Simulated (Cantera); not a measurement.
A closed system holds: 1 mol TiC, 0.018 mol H2, equilibrated at 2550 K and 0.310 bar.

Method: chemical equilibrium by Gibbs-energy minimisation in Cantera with the NASA 1993 tables (ideal gas, pure condensed phases). Candidate condensed phases: C, C6H6, C7H8, C8H18, Ti, TiC; 77 gas species. TiC: taken at fixed stoichiometry. Kinetics and transport are ignored.

Q: What is the equilibrium state?

A: 
```json
{
 "x(H2)": "0.945",
 "x(H)": "0.0545",
 "x(Ti)": "0.000139",
 "x(C2H2 (acetylene))": "6.60e-5",
 "x(CH3)": "2.85e-6",
 "x(CH4)": "2.78e-6",
 "n(TiC(s))": "1.000 mol",
 "gas_amount": "0.01851 mol",
 "log10 activity of C(graphite) (absent)": "-1.14",
 "log10 activity of Ti(l) (absent)": "-1.80"
}
```
